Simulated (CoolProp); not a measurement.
Decamethyltetrasiloxane (MD2M) along the isobar 1.56 MPa: density (kg/m³) from the reference equation and from simpler models built on Tc = 599.4 K, pc = 1.144 MPa, ω = 0.635; each cubic takes its own stable root.

Model: reference Helmholtz-energy equation of state, Thol 2017, in CoolProp.

| T (K) | phase | reference |
|---|---|---|
| 526.9 | liquid | 597.6 |
| 531.7 | liquid | 590.4 |
| 536.6 | liquid | 582.9 |
| 541.5 | liquid | 575.1 |
| 546.4 | liquid | 567.1 |
| 551.2 | liquid | 559.0 |
| 556.1 | liquid | 550.4 |
| 561 | liquid | 541.5 |
| 565.9 | liquid | 532.1 |
| 570.7 | liquid | 522.5 |
| 575.6 | liquid | 512.0 |
| 580.5 | liquid | 500.8 |
| 585.4 | liquid | 488.6 |
| 590.2 | liquid | 475.4 |
| 595.1 | liquid | 460.2 |
| 600 | supercritical | 442.4 |

Q: How far does each simpler model (van der Waals, Redlich-Kwong) lie from the reference over these 16 states: mean and median of the absolute difference, and the worst?

A: 
- van der Waals: mean 37.3 %, median 37.8 %, worst -39.3 % at 526.9 K and 1.56 MPa
- Redlich-Kwong: mean 19.5 %, median 19.6 %, worst -20.3 % at 590.2 K and 1.56 MPa
